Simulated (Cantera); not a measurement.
What does this Cantera script print?

```python
import numpy as np
import cantera as ct

gas_names = [...]  # 92 gases of nasa_gas.yaml made of C, H, N
cond_names = """
    C(gr) C6H6(L) C7H8(L) C8H18(L),n-octa
""".split()


# ... load() reads the species with a 1 bar reference pressure and builds the phases ...
atoms = {
    'C2H4': {'C': 2, 'H': 4},
    'NH3': {'N': 1, 'H': 3},
    'N2': {'N': 2},
}
top_T = {'C(gr)': 4500}  # K; cautious upper limits of use, not melting points


# ... equilibrate(T, P, feed) seeds the gas with the atoms and calls Mixture.equilibrate('TP', solver="vcs", rtol=1e-11, max_steps=5000) ...
results = []
feed = {'C2H4': 1, 'NH3': 0.44, 'N2': 0.45}  # mol
T = 2748  # K
P = 37000  # Pa
mix = equilibrate(T, P, feed)
results.append((T, P, feed, dict(zip(mix.species_names, mix.species_moles))))
print(gas.report(threshold=0.0001))
for i in range(1, mix.n_phases):
    print(f"{mix.phase(i).name:16s} {mix.phase_moles(i):12.5e} mol")
```

Output:

```
       temperature   2748 K
          pressure   37000 Pa
           density   0.012906 kg/m^3
  mean mol. weight   7.9696 kg/kmol
   phase of matter   gas

                          1 kg             1 kmol
                     ---------------   ---------------
          enthalpy        1.4252e+07        1.1358e+08  J
   internal energy        1.1385e+07        9.0734e+07  J
           entropy             29113        2.3201e+05  J/K
    Gibbs function       -6.5749e+07       -5.2399e+08  J
 heat capacity c_p            4666.4             37189  J/K
 heat capacity c_v            3623.1             28875  J/K

                      mass frac. Y      mole frac. X     chem. pot. / RT
                     ---------------   ---------------   ---------------
                CN         0.0014722        0.00045094           -18.906
               C2H        0.00092851        0.00029564           -17.937
    C2H2,acetylene           0.06142          0.018799           -28.902
              C4H2         0.0013722        0.00021845           -35.875
                 H          0.011582          0.091572           -10.965
               HCN           0.14161          0.041757            -29.87
               HNC          0.021484         0.0063352            -29.87
                H2           0.17018           0.67276            -21.93
                N2           0.58908           0.16759           -30.839
     [  +83 minor]        0.00086937         0.0002286

C(gr)             1.69265e+00 mol
```

Method: chemical equilibrium by Gibbs-energy minimisation in Cantera with the NASA 1993 tables (ideal gas, pure condensed phases).
